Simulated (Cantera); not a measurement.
A closed system holds: 1 mol CH4, a varied amount of H2O, at 452 °C and 1.33 mbar.

These are equilibrium values from Cantera (NASA tables, ideal gas, pure condensed phases), not measurements of a reactor. Candidate condensed phases: C, C6H6, C7H8, C8H18, H2O; 110 gas species. Rates play no part.

Problem. Which condensed phases are stable at each of these points (n(H2O) (mol)): 0.22, 0.28, 0.34, 0.41, 0.51, 0.62, 0.76, 0.93, 1.1, 1.4, 1.7, 2.1?

Solution. 
| n(H2O) (mol) | condensed phases | C condensed (%) |
|---|---|---|
| 0.22 | C(graphite) | 81.9 |
| 0.28 | C(graphite) | 77.5 |
| 0.34 | C(graphite) | 73.2 |
| 0.41 | C(graphite) | 68.1 |
| 0.51 | C(graphite) | 60.9 |
| 0.62 | C(graphite) | 53.0 |
| 0.76 | C(graphite) | 43.0 |
| 0.93 | C(graphite) | 30.9 |
| 1.1 | C(graphite) | 18.9 |
| 1.4 | gas only | 0.0 |
| 1.7 | gas only | 0.0 |
| 2.1 | gas only | 0.0 |

From 0.22 mol H2O to 1.1 mol H2O the condensed part is C(graphite). From 1.4 mol H2O to 2.1 mol H2O nothing is condensed.
